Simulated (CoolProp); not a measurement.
Model: reference Helmholtz-energy equation of state, Lemmon 2009, in CoolProp.

**Question.** For propane, give the phase and the Z, cp (kJ/(kg K)), Joule-Thomson coefficient (K/MPa), isothermal compressibility (1/MPa) at 314 K and 2.13 MPa.

**Answer.** 
- 314 K and 2.13 MPa: liquid; Z 0.0767, cp 2.88, Joule-Thomson coefficient 0.171, isothermal compressibility 0.00895
